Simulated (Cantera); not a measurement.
A perfectly stirred reactor is fed with 13.9 % C2H6, 86.1 % N2, at 0.000310 bar; it is held at 1998 K, and followed from long to short residence time.

Cantera simulation using GRI-Mech 3.0 (53 species, 325 reactions); the numbers are that mechanism's predictions, not measurements. GRI-Mech 3.0 stops at C3 and has no aromatics, soot or wall deposition, so with more carbon than oxygen in the feed, carbon stays in small species such as C2H2 where larger ones or solid carbon would form. Radical loss at walls, strong at low pressure, is not modelled.

Predict: x(C2H6) at τ = 4.70 s; x(H) at τ = 4.70 s; x(CH3) at τ = 4.70 s; x(C2H4) at τ = 4.70 s; x(CH4) at τ = 4.70 s; x(C2H6) at τ = 0.120 s; x(H) at τ = 0.120 s; x(CH3) at τ = 0.120 s; x(C2H4) at τ = 0.120 s; x(CH4) at τ = 0.120 s.


| Item | Result |
|---|---|
| x(C2H6) at τ = 4.70 s | 3.34e-5 |
| x(H) at τ = 4.70 s | 0.00385 |
| x(CH3) at τ = 4.70 s | 0.00266 |
| x(C2H4) at τ = 4.70 s | 0.000264 |
| x(CH4) at τ = 4.70 s | 0.00707 |
| x(C2H6) at τ = 0.120 s | 0.00123 |
| x(H) at τ = 0.120 s | 0.00491 |
| x(CH3) at τ = 0.120 s | 0.0184 |
| x(C2H4) at τ = 0.120 s | 0.00620 |
| x(CH4) at τ = 0.120 s | 0.0273 |
